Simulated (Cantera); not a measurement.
Feed: 1 mol Si3N4, 0.085 mol Si, 5.1 mol H2, at 2650 K.

Cantera equilibrium calculation (NASA polynomials, part measured and part estimated; ideal gas, pure solids and liquids). Candidate condensed phases: Si, Si3N4; 18 gas species. The tables' values for SiN are old estimates; treat these amounts as uncertain. Equilibrium is a limit: real reactors are often held back by kinetics, nucleation or transport.

Q: At 5.60 Pa, list the 4 most abundant gas species with their mole fractions, and the condensed phases.

A: H 0.653, Si 0.204, N2 0.132, H2 0.0109. Condensed: gas only.
